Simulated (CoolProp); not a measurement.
A Linde-Hampson liquefier for nitrogen: isothermal reversible compression at 230 K from 1 atm to 30 MPa, throttling to 1 atm, return gas leaving the recuperator 0 K below the feed. Each further row changes one setting.

Computed with CoolProp (reference Helmholtz-energy equation of state, Span 2000).

| case | liquid yield per pass | compression work (kJ/kg of gas) |
|---|---|---|
| as stated | 0.186 | 380 |
| high pressure 60 MPa | 0.171 | 441 |
| warm-end temperature 260 K | … | … |
| warm-end gap 5 K | … | 380 |

**Question.** Fill in the missing entries.

**Answer.** 
- warm-end temperature 260 K, liquid yield per pass: 0.135
- warm-end temperature 260 K, compression work (kJ/kg of gas): 437
- warm-end gap 5 K, liquid yield per pass: 0.174
